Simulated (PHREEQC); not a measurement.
0.54 g of hydrous ferric oxide (600 m²/g; 0.2 weak and 0.005 strong sites per Fe, Dzombak-Morel constants, diffuse double layer) in 1 kg of water with 0.1 mol/kgw of an inert sodium salt, at 25 °C; the pH is set by adding NaOH or the inert anion's acid. Oxygen is held at 0.21 atm. CO2 from the air is kept out. No solid was allowed to form.

Base run: PHREEQC, ion-association model, wateq4f.dat. Each further column changes one thing. The table gives surface charge σ (C/m²).

| pH | base | background salt from 0.1 to 0.01 mol/kgw | oxide from 0.54 to 2.7 g/kgw | 0.00049 mol/kgw CuCl2 added |
|---|---|---|---|---|
| 3 | 0.363 | ? | 0.364 | 0.363 |
| 3.5 | 0.350 | 0.277 | 0.351 | 0.350 |
| 4 | 0.321 | 0.218 | 0.322 | 0.322 |
| 4.5 | 0.273 | ? | 0.274 | 0.276 |
| 5 | 0.215 | 0.114 | 0.215 | 0.228 |
| 5.5 | 0.159 | ? | 0.159 | ? |
| 6 | 0.111 | 0.050 | 0.112 | 0.163 |
| 6.5 | 0.074 | 0.030 | 0.074 | 0.131 |
| 7 | 0.045 | 0.017 | 0.045 | 0.099 |
| 7.5 | 0.022 | 0.008 | 0.022 | 0.069 |
| 8 | 0.004 | ? | 0.004 | 0.044 |
| 8.5 | -0.014 | -0.005 | -0.014 | 0.023 |
| 9 | -0.034 | -0.013 | -0.034 | 0.006 |

Q: Some entries are withheld; supply them.

A: 
- 3, background salt from 0.1 to 0.01 mol/kgw: 0.326
- 4.5, background salt from 0.1 to 0.01 mol/kgw: 0.161
- 5.5, background salt from 0.1 to 0.01 mol/kgw: 0.077
- 5.5, 0.00049 mol/kgw CuCl2 added: 0.193
- 8, background salt from 0.1 to 0.01 mol/kgw: 0.001

The oxide is taken as insoluble; below pH 4 it would dissolve. In at least one series the solution becomes supersaturated in solids that the run did not let form, among them Cu(OH)2. The database's constant for dissolved Cu(OH)2 is higher than later reviews accept.
